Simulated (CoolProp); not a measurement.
Carbon dioxide at several states: fugacity coefficient from the reference equation and from simpler models built on Tc = 304.1 K, pc = 7.377 MPa, ω = 0.224; each cubic takes its own stable root.

Model: reference Helmholtz-energy equation of state, Span 1996, in CoolProp.

| T (K) | p (MPa) | phase | reference | Redlich-Kwong | Peng-Robinson |
|---|---|---|---|---|---|
| 830.5 | 0.144 | gas | 1.000 | 0.9999 | 1.000 |
| 551.7 | 2.82 | gas | 0.9877 | 0.9819 | 0.9867 |
| 227.3 | 7.15 | liquid | ? | 0.1560 | ? |
| 735.3 | 44 | supercritical | ? | 0.9856 | ? |

Fill in the missing entries.


- 227.3, reference: 0.1155
- 227.3, Peng-Robinson: 0.1145
- 735.3, reference: 1.050
- 735.3, Peng-Robinson: 1.063
